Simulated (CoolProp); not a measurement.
Computed with CoolProp (reference Helmholtz-energy equation of state, Fiedler 2023).

### Question
Give the vapour pressure (kPa), vapour density (kg/m³), enthalpy of vaporisation (kJ/kg) of saturated tetrahydrofuran at 56.05 °C.

### Answer
```
T (°C)  p (kPa)  vapour density (kg/m³)  enthalpy of vaporisation (kJ/kg)
------  -------  ----------------------  --------------------------------
56.05      72.7                    1.96                               424
```
